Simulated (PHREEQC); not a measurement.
Dissolve 0.011 mol HF, 0.00015 mol KF and 0.0036 mol H3PO4 per kg of water at 5 °C. Closed to the air; pH follows from the charge balance.

Model: ion-association model, wateq4f.dat, run in PHREEQC.

```json
[
 {"quantity": "pH", "before": "2.38", "after": "2.56"},
 {"quantity": "ionic strength (mol/kgw)", "before": "0.00458", "after": "0.00309"},
 {"quantity": "HF (mol/kgw)", "before": "0.00830", "after": "0.00766"},
 {"quantity": "H2PO4- (mol/kgw)", "before": "0.00250", "after": "0.000277"},
 {"quantity": "F- (mol/kgw)", "before": "0.00202", "after": "0.00275"}
]
```

**Question.** Which change was made?
A. 0.0041 mol/kgw CO2 added
B. KF replaced by K3PO4 at the same molality
C. H3PO4 from 0.0036 to 0.00036 mol/kgw
D. diluted 5-fold with water

**Answer.** C, H3PO4 from 0.0036 to 0.00036 mol/kgw

This is a speciation only: nothing precipitates in the calculation. wateq4f.dat counts part of the HF as a dimer, H2F2, which phreeqc.dat doesn't know; its constant is uncertain. H3PO4, which wateq4f.dat lacks, is added to it with the constant of phreeqc.dat. Away from 25 °C the constants follow the database's enthalpies or fits; those with neither stay at their 25 °C values.
